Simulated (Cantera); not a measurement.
Feed: 1 mol C2F6, a varied amount of CH4, held at 452 °C and 0.690 bar.

Equilibrium computed with Cantera from the NASA thermochemical tables; the gas is ideal and each condensed phase is pure. Candidate condensed phases: C, C6H6, C7H8, C8H18; 95 gas species. The feed counts by its element totals alone. Condensed phases not in the tables: fluorocarbon polymer. Gases not in the tables: C2F6 and larger saturated fluorocarbons. Equilibrium is a limit: real reactors are often held back by kinetics, nucleation or transport.

**Question.** What share of the C ends up in condensed phases as a function of n(CH4) (mol), at 0.012, 0.02, 0.032, 0.052, 0.085, 0.14, 0.23, 0.37, 0.6, 0.97?

**Answer.** 
```
n(CH4) (mol)  C condensed (%)           as
------------  ---------------  -----------
0.012                    26.0  C(graphite)
0.02                     26.7  C(graphite)
0.032                    27.8  C(graphite)
0.052                    29.4  C(graphite)
0.085                    32.1  C(graphite)
0.14                     36.4  C(graphite)
0.23                     43.0  C(graphite)
0.37                     52.3  C(graphite)
0.6                      65.4  C(graphite)
0.97                     82.2  C(graphite)
```
